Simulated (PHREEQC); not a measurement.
Solution (25 °C): 0.11 mol/kgw HF, 0.00019 mol/kgw NH4F and 3.2e-05 mol/kgw (NH4)2SiF6. Closed to the air; pH follows from the charge balance.

Computed with PHREEQC (ion-association model, phreeqc.dat).

Q: The ionic strength comes out as 0.0106 mol/kgw. What activity coefficients do F-, SiF6-2, H+, NH4+, HF2- get?

A: F- 0.90, SiF6-2 0.66, H+ 0.91, NH4+ 0.90, HF2- 0.90.

Precipitation was switched off in this run. SiF6-2 is the database's only silicon fluoride.
